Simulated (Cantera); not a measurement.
Feed: 1 mol PbO, 0.17 mol CO, 76 mol H2, held at 1423.15 K and 150 Pa.

These are equilibrium values from Cantera (NASA tables, ideal gas, pure condensed phases), not measurements of a reactor. Candidate condensed phases: C, C6H6, C7H8, C8H18, H2O, Pb, PbO, PbO2, Pb3O4; 113 gas species. Rates play no part.

What is the equilibrium state?


```json
{
  "x(H2)": "0.972",
  "x(Pb)": "0.0130",
  "x(H2O)": "0.0129",
  "x(CO)": "0.00219",
  "x(H)": "0.000169",
  "x(CO2)": "1.29e-5",
  "gas_amount": "77.18 mol",
  "log10 activity of Pb(l) (absent)": "-2.76",
  "log10 activity of C(graphite) (absent)": "-6.12"
}
```
